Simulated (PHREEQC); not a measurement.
Dissolve 0.063 mol/kgw Ba(OH)2 and 0.02 mol/kgw KBr at 25 °C. Closed to the air; pH follows from the charge balance.

Equilibrium calculation in PHREEQC: ion-association model, wateq4f.dat.

This is a speciation only: nothing precipitates in the calculation.

What pH does the model give?

pH 12.93.

In which forms is Ba present?

Ba+2 90 %, BaOH+ 10 % of the Ba.

Species that the database lacks are ignored.
